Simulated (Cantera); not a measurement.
Charge: 1 mol SiH₄, 18 mol NH₃, 18 mol H₂, at 59.0 Pa.

These are equilibrium values from Cantera (NASA tables, ideal gas, pure condensed phases), not measurements of a reactor. Candidate condensed phases: Si, Si₃N₄; 18 gas species. The tables' values for SiN are old estimates; treat these amounts as uncertain. Gases not in the tables: Si₂H₆ and higher silanes. The numbers say what is thermodynamically allowed, not how fast it happens.

x: gas mole fraction; n: condensed amount in mol.

```json
[
 {"T (°C)": "1452", "x H₂": "0.831", "x N₂": "0.160", "x H": "0.00697", "x Si": "0.00172", "x SiH": "5.45e-5", "x Si₂": "8.20e-6", "x Si₂N": "1.63e-5", "n Si(l)": "0.896"},
 {"T (°C)": "1502", "x H₂": "0.826", "x N₂": "0.159", "x H": "?", "x Si": "?", "x SiH": "?", "x Si₂": "?", "x Si₂N": "?", "n Si(l)": "?"},
 {"T (°C)": "1552", "x H₂": "0.817", "x N₂": "0.158", "x H": "0.0164", "x Si": "0.00771", "x SiH": "0.000180", "x Si₂": "5.02e-5", "x Si₂N": "4.80e-5", "n Si(l)": "0.534"},
 {"T (°C)": "1602", "x H₂": "0.804", "x N₂": "0.156", "x H": "0.0242", "x Si": "0.0154", "x SiH": "0.000310", "x Si₂": "0.000115", "x Si₂N": "7.83e-5", "n Si(l)": "0.0656"},
 {"T (°C)": "1652", "x H₂": "0.793", "x N₂": "0.155", "x H": "0.0350", "x Si": "0.0166", "x SiH": "0.000292", "x Si₂": "8.02e-5", "x Si₂N": "3.96e-5", "n Si(l)": "0"},
 {"T (°C)": "1702", "x H₂": "0.779", "x N₂": "0.154", "x H": "?", "x Si": "0.0166", "x SiH": "?", "x Si₂": "?", "x Si₂N": "?", "n Si(l)": "0"},
 {"T (°C)": "1752", "x H₂": "0.762", "x N₂": "0.152", "x H": "0.0691", "x Si": "0.0166", "x SiH": "0.000225", "x Si₂": "3.07e-5", "x Si₂N": "8.32e-6", "n Si(l)": "0"}
]
```

Task: Complete the blanks.

Result: 
- 1502, x H: 0.0108
- 1502, x Si: 0.00372
- 1502, x SiH: 0.000101
- 1502, x Si₂: 2.08e-5
- 1502, x Si₂N: 2.85e-5
- 1502, n Si(l): 0.775
- 1702, x H: 0.0497
- 1702, x SiH: 0.000257
- 1702, x Si₂: 4.93e-5
- 1702, x Si₂N: 1.79e-5
